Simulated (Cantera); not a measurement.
## Premixed flame

A freely propagating, adiabatic, planar premixed flame of 32.9 % H2, 9.15 % O2, 35.5 % N2, 22.4 % H2O, equivalence ratio 1.8, unburnt at 625 K and 1.01 bar; mixture-averaged transport, grid criteria slope 0.08 and curve 0.16, no radiation.

Model: the H2/O2 subset of GRI-Mech 3.0, which has no nitrogen chemistry, integrated in Cantera. Burning velocities carry a grid error of a few per cent, more on coarse grids.

| z (mm) | T (K) | u (m/s) | x H2 | x O2 | x H2O | x OH | x H2O2 | x HO2 |
|---|---|---|---|---|---|---|---|---|
| -1.17 | 625 | 5.94 | 0.329 | 0.0915 | 0.224 | <1e-8 | <1e-8 | <1e-8 |
| -0.779 | 625 | 5.94 | 0.329 | 0.0915 | 0.224 | <1e-8 | <1e-8 | <1e-8 |
| -0.584 | 625 | 5.94 | 0.329 | 0.0915 | 0.224 | <1e-8 | <1e-8 | 2.70e-8 |
| -0.390 | 625 | 5.94 | 0.329 | 0.0916 | 0.224 | <1e-8 | 1.85e-8 | 2.05e-6 |
| -0.195 | 654 | 6.16 | 0.321 | 0.0916 | 0.228 | 4.14e-5 | 8.72e-6 | 0.000325 |
| -0.0974 | 838 | 7.73 | 0.293 | 0.0856 | 0.251 | 0.000485 | 2.18e-5 | 0.000319 |
| 0 | 1151 | 10.4 | 0.239 | 0.0635 | 0.305 | 0.00118 | 6.38e-6 | 0.000137 |
| 0.0974 | 1387 | 12.4 | 0.182 | 0.0308 | 0.371 | 0.00282 | 2.47e-6 | 5.18e-5 |
| 0.195 | 1511 | 13.4 | 0.153 | 0.0115 | 0.408 | 0.00408 | 1.84e-6 | 1.76e-5 |
| 0.390 | 1619 | 14.3 | 0.143 | 0.00244 | 0.428 | 0.00475 | 1.18e-6 | 3.57e-6 |
| 0.779 | 1710 | 15.0 | 0.147 | 0.000934 | 0.434 | 0.00438 | 6.38e-7 | 1.40e-6 |
| 1.56 | 1786 | 15.6 | 0.151 | 0.000451 | 0.439 | 0.00346 | 3.14e-7 | 7.01e-7 |
| 3.12 | 1841 | 16.0 | 0.154 | 0.000183 | 0.443 | 0.00239 | 1.43e-7 | 3.07e-7 |
x: mole fraction of selected species; z is measured from the peak of heat release.

```
Property                    Result
------------------------  --------
laminar burning velocity  594 cm/s
thermal thickness         0.390 mm
peak x(OH)                 0.00475
peak x(H2O2)               2.23e-5
peak x(HO2)               0.000424
grid points                    108
```
